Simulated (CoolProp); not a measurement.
Saturation properties of propylene glycol.

Model: reference Helmholtz-energy equation of state, Eisenbach 2021, in CoolProp.

```json
[
 {"T (K)": "519.6", "p (MPa)": "0.4804", "liquid density (kg/m³)": "827.5", "vapour density (kg/m³)": "9.036", "liquid cp (kJ/(kg K))": "3.704"},
 {"T (K)": "526.8", "p (MPa)": "0.5658", "liquid density (kg/m³)": "818.5", "vapour density (kg/m³)": "10.59", "liquid cp (kJ/(kg K))": "3.749"},
 {"T (K)": "533.9", "p (MPa)": "0.6616", "liquid density (kg/m³)": "809.5", "vapour density (kg/m³)": "12.33", "liquid cp (kJ/(kg K))": "3.795"},
 {"T (K)": "541", "p (MPa)": "0.7700", "liquid density (kg/m³)": "800.1", "vapour density (kg/m³)": "14.31", "liquid cp (kJ/(kg K))": "3.843"},
 {"T (K)": "548.2", "p (MPa)": "0.8939", "liquid density (kg/m³)": "790.4", "vapour density (kg/m³)": "16.58", "liquid cp (kJ/(kg K))": "3.893"},
 {"T (K)": "555.3", "p (MPa)": "1.031", "liquid density (kg/m³)": "780.4", "vapour density (kg/m³)": "19.12", "liquid cp (kJ/(kg K))": "3.946"},
 {"T (K)": "562.4", "p (MPa)": "1.185", "liquid density (kg/m³)": "770.2", "vapour density (kg/m³)": "21.98", "liquid cp (kJ/(kg K))": "4.002"},
 {"T (K)": "569.6", "p (MPa)": "1.359", "liquid density (kg/m³)": "759.4", "vapour density (kg/m³)": "25.27", "liquid cp (kJ/(kg K))": "4.063"},
 {"T (K)": "576.7", "p (MPa)": "1.550", "liquid density (kg/m³)": "748.3", "vapour density (kg/m³)": "28.93", "liquid cp (kJ/(kg K))": "4.128"},
 {"T (K)": "583.9", "p (MPa)": "1.765", "liquid density (kg/m³)": "736.6", "vapour density (kg/m³)": "33.12", "liquid cp (kJ/(kg K))": "4.200"},
 {"T (K)": "591", "p (MPa)": "2.000", "liquid density (kg/m³)": "724.5", "vapour density (kg/m³)": "37.81", "liquid cp (kJ/(kg K))": "4.280"},
 {"T (K)": "598.1", "p (MPa)": "2.259", "liquid density (kg/m³)": "711.8", "vapour density (kg/m³)": "43.13", "liquid cp (kJ/(kg K))": "4.370"}
]
```

It boils at 461.2 K under 1 atm.
